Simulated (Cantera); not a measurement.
A Cantera script and what it prints.

```python
import numpy as np
import cantera as ct

gas_names = """
    H HO2 H2 H2O H2O2 H2S H2SO4 O OH O2 O3 S SH SO SO2 SO3 S2 S2O S8
""".split()
cond_names = """
    H2O(s) H2O(L) H2SO4(L) S(cr1) S(cr2) S(L)
""".split()


# ... load() reads the species with a 1 bar reference pressure and builds the phases ...
atoms = {
    'H2O': {'H': 2, 'O': 1},
    'SO2': {'S': 1, 'O': 2},
    'O2': {'O': 2},
}
top_T = {}  # K; cautious upper limits of use, not melting points


# ... equilibrate(T, P, feed) seeds the gas with the atoms and calls Mixture.equilibrate('TP', solver="vcs", rtol=1e-11, max_steps=5000) ...
results = []
feed = {'H2O': 1, 'SO2': 0.068, 'O2': 3.8}  # mol
P = 10000  # Pa
for T in [1023, 1223, 1423, 1623, 1823, 2023, 2223, 2423, 2623, 2823]:
    mix = equilibrate(T, P, feed)
    results.append((T, P, feed, dict(zip(mix.species_names, mix.species_moles))))

top = {s: max(r[3][s] / sum(r[3][g] for g in gas_names) for r in results) for s in gas_names}
cols = sorted((s for s in top if top[s] > 0.001), key=lambda s: -top[s])[:9]
seen = [c for c in cond_names if any(r[3].get(c, 0) > 1e-12 for r in results)]
print("log10 of partial pressures in bar; condensed amounts in mol")
print(f"{'T/K':>10s}" + "".join(f"{s[:9]:>10s}" for s in cols + seen))
for T, P, feed, n in results:
    ng = sum(n[g] for g in gas_names)
    print(f"{T:10.4g}" + "".join(f"{np.log10(max(n[s] / ng * P / 1e5, 1e-99)):10.3f}" for s in cols)
          + "".join(f"{n.get(c, 0):10.4g}" for c in seen))
```

It prints:

```
log10 of partial pressures in bar; condensed amounts in mol
       T/K        O2       H2O         O        OH         H       SO2        H2       SO3        SO
      1023    -1.108    -1.687   -10.061    -7.199   -13.833    -2.996   -10.900    -3.408   -13.804
      1223    -1.108    -1.687    -7.947    -5.842   -10.935    -2.880    -8.825    -4.103   -11.163
      1423    -1.108    -1.687    -6.425    -4.865    -8.842    -2.862    -7.328    -4.663    -9.331
      1623    -1.108    -1.688    -5.275    -4.128    -7.259    -2.857    -6.197    -5.090    -7.961
      1823    -1.108    -1.691    -4.376    -3.555    -6.020    -2.856    -5.313    -5.423    -6.895
      2023    -1.111    -1.698    -3.654    -3.098    -5.025    -2.857    -4.608    -5.691    -6.041
      2223    -1.117    -1.715    -3.063    -2.730    -4.212    -2.861    -4.037    -5.913    -5.341
      2423    -1.131    -1.750    -2.574    -2.436    -3.540    -2.872    -3.578    -6.110    -4.761
      2623    -1.161    -1.821    -2.168    -2.212    -2.985    -2.900    -3.219    -6.304    -4.278
      2823    -1.219    -1.952    -1.836    -2.064    -2.535    -2.962    -2.966    -6.523    -3.886
```

Method: chemical equilibrium by Gibbs-energy minimisation in Cantera with the NASA 1993 tables (ideal gas, pure condensed phases).
